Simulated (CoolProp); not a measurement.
Vapour-liquid equilibrium of R152A (1) + isobutene (2) at 0.289 MPa; x and y are mole fractions of (1).

Computed with CoolProp (multi-fluid Helmholtz-energy mixture model, Outcalt 1996 and Lemmon 2005; pair parameters Bell 2016).

| x | bubble temperature, mixture model (°C) | bubble temperature, Raoult's law (°C) | y, mixture model | y, Raoult's law |
|---|---|---|---|---|
| 0.05 | 18.3 | 21.7 | (withheld) | 0.094 |
| 0.2 | (withheld) | 17.6 | 0.444 | 0.330 |
| 0.35 | 5.8 | 14.0 | (withheld) | 0.515 |
| 0.5 | (withheld) | 10.9 | 0.653 | 0.664 |
| 0.65 | 2.4 | 8.1 | (withheld) | 0.786 |
| 0.8 | 1.8 | 5.6 | (withheld) | 0.888 |
| 0.95 | 2.1 | 3.3 | 0.939 | 0.974 |

Q: Fill in the missing entries.

A: 
- 0.05, y, mixture model: 0.172
- 0.2, bubble temperature, mixture model (°C): 9.8
- 0.35, y, mixture model: 0.571
- 0.5, bubble temperature, mixture model (°C): 3.6
- 0.65, y, mixture model: 0.726
- 0.8, y, mixture model: 0.812

The largest gap from Raoult's law is -8.2 K in bubble temperature, at x = 0.35. y crosses x between x = 0.8 and 0.95: the model has an azeotrope there.

Pair parameters are fitted to limited data, so mixtures are less certain than the pure fluids.
